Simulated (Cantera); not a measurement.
Feed: 1 mol SiCl4, 0.065 mol C2H4, 88 mol H2, at 20.0 mbar.

These are equilibrium values from Cantera (NASA tables, ideal gas, pure condensed phases), not measurements of a reactor. Candidate condensed phases: C, C6H6, C7H8, C8H18, Si, SiC; 109 gas species. Mutual solubility and eutectic melting of coexisting phases are not modelled. The tables' values for SiCl, SiCl3 are old estimates; treat these amounts as uncertain. Gases not in the tables: Si2H6 and higher silanes. The numbers say what is thermodynamically allowed, not how fast it happens.

Q: At 1698 K, list the 4 most abundant gas species with their mole fractions, and the condensed phases.

A: H2 0.959, HCl 0.0350, SiCl2 0.00460, H 0.00100. Condensed: Si(l) + SiC(s).
